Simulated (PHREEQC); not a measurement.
# Metal-bearing waste water

Dissolve 0.01 mol/kgw CuSO4, 0.00039 mol/kgw ZnCl2, 0.066 mol/kgw H2SO4 and 0.0021 mol/kgw Na2SO4 at 25 °C. Closed to the air; pH follows from the charge balance.

Equilibrium calculation in PHREEQC: ion-association model, wateq4f.dat.

Each row changes one thing in this solution. No solid was allowed to form.

```tsv
case	pH	ionic strength (mol/kgw)	HSO4- (mol/kgw)	SO4-2 (mol/kgw)	Cu+2 (mol/kgw)	CuSO4 (mol/kgw)	SI of Chalcanthite (CuSO4:5H2O)	SI of Mirabilite (Na2SO4:10H2O)
as made	1.20	0.121	0.0548	0.0196	0.00660	0.00339	-2.13	-6.07
temperature from 25 to 15 °C	1.19	0.126	0.0522	0.0221	0.00648	0.00352	…	…
0.0013 mol/kgw TMAH added	1.21	0.122	0.0546	0.0198	0.00658	0.00341	-2.13	-6.07
Na2SO4 from 0.0021 to 0.00231 mol/kgw	1.20	0.122	0.0549	0.0196	0.00660	0.00340	-2.13	…
0.042 mol/kgw Cd(NO3)2 added	1.16	0.218	0.0443	0.0167	0.00773	0.00226	-2.30	-6.27
ZnCl2 left out	1.20	0.120	0.0550	0.0196	0.00659	0.00341	-2.13	-6.07
```

Complete the blanks.


- temperature from 25 to 15 °C, SI of Chalcanthite (CuSO4:5H2O): -2.05
- temperature from 25 to 15 °C, SI of Mirabilite (Na2SO4:10H2O): -5.54
- Na2SO4 from 0.0021 to 0.00231 mol/kgw, SI of Mirabilite (Na2SO4:10H2O): -5.99
